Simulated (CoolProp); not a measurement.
CF4 (R14) along the isobar 2.71 MPa: fugacity coefficient from the reference equation and from simpler models built on Tc = 227.4 K, pc = 3.762 MPa, ω = 0.178; each cubic takes its own stable root.

Values from CoolProp's reference Helmholtz-energy equation of state, Platzer 1990. This equation is an older, rougher fit; its heat capacities, sound speeds and derivatives of the liquid may be far off and weren't checked against measurements.

| T (K) | phase | reference |
|---|---|---|
| 153.4 | liquid | 0.06876 |
| 168 | liquid | 0.1480 |
| 182.5 | liquid | 0.2707 |
| 197.1 | liquid | 0.4395 |
| 211.7 | liquid | 0.6446 |
| 226.3 | gas | 0.7586 |
| 240.9 | gas | 0.8037 |
| 255.5 | gas | 0.8382 |
| 270 | gas | 0.8654 |
| 284.6 | gas | 0.8877 |
| 299.2 | gas | 0.9061 |

**Question.** How far does each simpler model (van der Waals, Redlich-Kwong, Soave-Redlich-Kwong, Peng-Robinson) lie from the reference over these 11 states: mean and median of the absolute difference, and the worst?

**Answer.** 
- van der Waals: mean 45.8 %, median 3.3 %, worst +237.1 % at 153.4 K and 2.71 MPa
- Redlich-Kwong: mean 8.8 %, median 1.0 %, worst +34.5 % at 153.4 K and 2.71 MPa
- Soave-Redlich-Kwong: mean 0.8 %, median 0.6 %, worst +1.7 % at 197.1 K and 2.71 MPa
- Peng-Robinson: mean 1.6 %, median 1.5 %, worst -2.6 % at 226.3 K and 2.71 MPa

At some of these states van der Waals gives the other phase, because its saturation line lies elsewhere.
